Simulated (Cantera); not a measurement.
An adiabatic, constant-pressure homogeneous reactor starts with CO : H2 : CH4 : O2 : N2 = 1 : 0.037 : 0.076 : 0.559 : 2.1 (molar parts), equivalence ratio 1.2, at 1775 K and 580000 Pa.

Model: GRI-Mech 3.0 (53 species, 325 reactions), integrated in Cantera. Above 3000 K some thermodynamic fits are extrapolated.

Task: Predict: time of steepest temperature rise; temperature at 7.00 s; equilibrium temperature; x(CO) at 7.00 s; x(H2) at 7.00 s; x(O) at 7.00 s.

Result: 
| Quantity | Result |
|---|---|
| time of steepest temperature rise | 8.09 µs |
| temperature at 7.00 s | 3011 K |
| equilibrium temperature | 3011 K |
| x(CO) at 7.00 s | 0.141 (gas-phase equilibrium 0.141) |
| x(H2) at 7.00 s | 0.00464 (gas-phase equilibrium 0.00464) |
| x(O) at 7.00 s | 0.00817 (gas-phase equilibrium 0.00817) |
